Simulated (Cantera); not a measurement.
An isothermal, constant-pressure homogeneous reactor starts with NO : N₂ = 1 : 0.12 (molar parts), at 1500 K and 750 Torr. Integrator tolerance rtol = 1e-08.

Model: GRI-Mech 3.0 (53 species, 325 reactions), integrated in Cantera.

Task: What does this change do: pressure from 750 Torr to 1280 Torr?

Result: 
```
quantity                                            before                                     after
----------------  ----------------------------------------  ----------------------------------------
x(NO) at 2.00 s      0.864 (gas-phase equilibrium 0.00150)     0.845 (gas-phase equilibrium 0.00150)
x(NO₂) at 2.00 s   0.00132 (gas-phase equilibrium 1.17e-5)   0.00207 (gas-phase equilibrium 1.52e-5)
x(N₂) at 2.00 s        0.121 (gas-phase equilibrium 0.553)       0.131 (gas-phase equilibrium 0.553)
x(N₂O) at 2.00 s  0.000251 (gas-phase equilibrium 7.71e-8)  0.000248 (gas-phase equilibrium 1.00e-7)
x(O₂) at 2.00 s       0.0134 (gas-phase equilibrium 0.446)      0.0224 (gas-phase equilibrium 0.446)
x(O) at 2.00 s     5.69e-7 (gas-phase equilibrium 2.72e-6)   5.26e-7 (gas-phase equilibrium 2.09e-6)
```
